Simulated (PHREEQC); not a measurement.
Consider water at 50 °C with 0.0053 mol/kgw K2SO4 and 0.2 mol/kgw KBr. Closed to the air; pH follows from the charge balance.

Equilibrium calculation in PHREEQC: ion-association model, phreeqc.dat.

Precipitation was switched off in this run.

Question: What activity of water, density, specific conductance does the model give?

Answer: activity of water 0.993; density 1.005 g/cm³; specific conductance 39100 µS/cm.

Question: In which forms is S present?

Answer: SO4-2 64 %, KSO4- 36 % of the S.

Species that the database lacks are ignored. Constants without temperature data keep their 25 °C values here.
